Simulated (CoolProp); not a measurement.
A single-stage vapour-compression cycle with n-pentane: evaporating at 271.15 K (dew point), condensing at 340.15 K (bubble point), superheat 10 K, subcooling 2 K, compressor efficiency 0.85, no pressure losses. Each further row changes one setting.

The numbers come from the reference Helmholtz-energy equation of state, Thol 2019 in CoolProp.

| case | cooling COP | pressure ratio | discharge temperature (K) | refrigerating effect (kJ/kg) | volumetric capacity (kJ/m³) |
|---|---|---|---|---|---|
| as stated | 2.48 | 11.7 | 343.8 | 244 | 171 |
| evaporating temperature 276.15 K | 2.80 | 9.34 | 343.4 | 252 | 217 |
| condensing temperature 335.15 K | 2.77 | 10.2 | 340.0 | 257 | 179 |
| subcooling 7 K | 2.61 | 11.7 | 343.8 | 257 | 179 |
| superheat 20 K | 2.55 | 11.7 | 353.9 | 261 | 175 |
| compressor efficiency 0.75 | 2.19 | 11.7 | 350.5 | 244 | 171 |
